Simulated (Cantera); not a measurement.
An adiabatic, constant-volume homogeneous reactor starts with CH4 : O2 : N2 = 1 : 3.23 : 12.1 (molar parts), equivalence ratio 0.62, at 1175 K and 2400 Torr.

Detailed kinetics in Cantera: GRI-Mech 3.0 (53 species, 325 reactions).

### Question
Predict: time of steepest temperature rise; temperature at 0.100 s; equilibrium temperature; x(O2) at 0.100 s; x(H2) at 0.100 s; x(NO2) at 0.100 s.

### Answer
```
Item                                                                 Value
---------------------------------  ---------------------------------------
time of steepest temperature rise                                  16.6 ms
temperature at 0.100 s                                              2601 K
equilibrium temperature                                             2601 K
x(O2) at 0.100 s                     0.0672 (gas-phase equilibrium 0.0672)
x(H2) at 0.100 s                   0.00159 (gas-phase equilibrium 0.00159)
x(NO2) at 0.100 s                  1.80e-5 (gas-phase equilibrium 1.80e-5)
```
